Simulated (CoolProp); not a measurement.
Carbon monoxide along the isotherm 0.15 °C: Z from the reference equation and from simpler models built on Tc = -140.3 °C, pc = 34.98 bar, ω = 0.050; each cubic takes its own stable root.

Values from CoolProp's reference Helmholtz-energy equation of state, Lemmon 2006. It is a short technical equation, of lower accuracy than the large ones.

| p (bar) | phase | reference |
|---|---|---|
| 31.8 | gas | 0.9830 |
| 63.6 | supercritical | 0.9736 |
| 95.4 | supercritical | 0.9718 |
| 127 | supercritical | 0.9774 |
| 159 | supercritical | 0.9904 |
| 191 | supercritical | 1.010 |
| 223 | supercritical | 1.035 |
| 254 | supercritical | 1.064 |
| 286 | supercritical | 1.098 |
| 318 | supercritical | 1.135 |
| 350 | supercritical | 1.174 |

Q: How far does each simpler model (van der Waals, Redlich-Kwong, Soave-Redlich-Kwong, Peng-Robinson) lie from the reference over these 11 states: mean and median of the absolute difference, and the worst?

A: 
- van der Waals: mean 3.2 %, median 3.4 %, worst -5.7 % at 0.15 °C and 127 bar
- Redlich-Kwong: mean 2.1 %, median 2.2 %, worst -3.2 % at 0.15 °C and 350 bar
- Soave-Redlich-Kwong: mean 1.8 %, median 2.0 %, worst +2.5 % at 0.15 °C and 191 bar
- Peng-Robinson: mean 2.8 %, median 2.6 %, worst -5.2 % at 0.15 °C and 350 bar
